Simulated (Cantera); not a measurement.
An isothermal, constant-pressure homogeneous reactor starts with CH₄ : H₂ = 1 : 2.2 (molar parts), at 1675 K and 0.00550 bar. Integrator tolerance rtol = 1e-08.

Computed with Cantera and GRI-Mech 3.0 (53 species, 325 reactions). GRI-Mech 3.0 stops at C3 and has no aromatics, soot or wall deposition, so with more carbon than oxygen in the feed, carbon stays in small species such as C2H2 where larger ones or solid carbon would form. Radical loss at walls, strong at low pressure, is not modelled.

Question: What does this change do: temperature 1675 to 1050 K?

Answer: 
```
quantity                                             before                                     after
-----------------  ----------------------------------------  ----------------------------------------
x(CH₄) at 20.0 s   0.00157 (gas-phase equilibrium 0.000245)       0.312 (gas-phase equilibrium 0.275)
x(H₂) at 20.0 s         0.879 (gas-phase equilibrium 0.879)       0.688 (gas-phase equilibrium 0.710)
x(C₂H₂) at 20.0 s       0.118 (gas-phase equilibrium 0.119)    <1e-12 (gas-phase equilibrium 0.00901)
x(CH₃) at 20.0 s    5.28e-5 (gas-phase equilibrium 8.36e-6)   6.22e-8 (gas-phase equilibrium 6.39e-7)
x(C₂H₆) at 20.0 s  1.09e-8 (gas-phase equilibrium 4.29e-10)   2.05e-9 (gas-phase equilibrium 2.85e-5)
x(CH₂) at 20.0 s    8.67e-8 (gas-phase equilibrium 1.42e-8)     <1e-12 (gas-phase equilibrium <1e-12)
x(C₂H₄) at 20.0 s   3.41e-5 (gas-phase equilibrium 3.38e-5)  1.06e-10 (gas-phase equilibrium 0.00617)
```

Question: What does this change do: temperature 1675 to 1750 K?

Answer: 
```
quantity                                             before                                      after
-----------------  ----------------------------------------  -----------------------------------------
x(CH₄) at 20.0 s   0.00157 (gas-phase equilibrium 0.000245)  0.000350 (gas-phase equilibrium 0.000132)
x(H₂) at 20.0 s         0.879 (gas-phase equilibrium 0.879)        0.878 (gas-phase equilibrium 0.878)
x(C₂H₂) at 20.0 s       0.118 (gas-phase equilibrium 0.119)        0.119 (gas-phase equilibrium 0.119)
x(CH₃) at 20.0 s    5.28e-5 (gas-phase equilibrium 8.36e-6)    2.38e-5 (gas-phase equilibrium 8.99e-6)
x(C₂H₆) at 20.0 s  1.09e-8 (gas-phase equilibrium 4.29e-10)  8.04e-10 (gas-phase equilibrium 1.56e-10)
x(CH₂) at 20.0 s    8.67e-8 (gas-phase equilibrium 1.42e-8)    8.58e-8 (gas-phase equilibrium 3.27e-8)
x(C₂H₄) at 20.0 s   3.41e-5 (gas-phase equilibrium 3.38e-5)    1.90e-5 (gas-phase equilibrium 1.90e-5)
```

Question: What does this change do: pressure from 0.00550 bar to 0.0260 bar?

Answer: 
```json
[
 {"quantity": "x(CH₄) at 20.0 s", "before": "0.00157 (gas-phase equilibrium 0.000245)", "after": "0.00146 (gas-phase equilibrium 0.00116)"},
 {"quantity": "x(H₂) at 20.0 s", "before": "0.879 (gas-phase equilibrium 0.879)", "after": "0.879 (gas-phase equilibrium 0.880)"},
 {"quantity": "x(C₂H₂) at 20.0 s", "before": "0.118 (gas-phase equilibrium 0.119)", "after": "0.118 (gas-phase equilibrium 0.118)"},
 {"quantity": "x(CH₃) at 20.0 s", "before": "5.28e-5 (gas-phase equilibrium 8.36e-6)", "after": "2.29e-5 (gas-phase equilibrium 1.81e-5)"},
 {"quantity": "x(C₂H₆) at 20.0 s", "before": "1.09e-8 (gas-phase equilibrium 4.29e-10)", "after": "1.28e-8 (gas-phase equilibrium 9.56e-9)"},
 {"quantity": "x(CH₂) at 20.0 s", "before": "8.67e-8 (gas-phase equilibrium 1.42e-8)", "after": "1.78e-8 (gas-phase equilibrium 1.41e-8)"},
 {"quantity": "x(C₂H₄) at 20.0 s", "before": "3.41e-5 (gas-phase equilibrium 3.38e-5)", "after": "0.000159 (gas-phase equilibrium 0.000159)"}
]
```
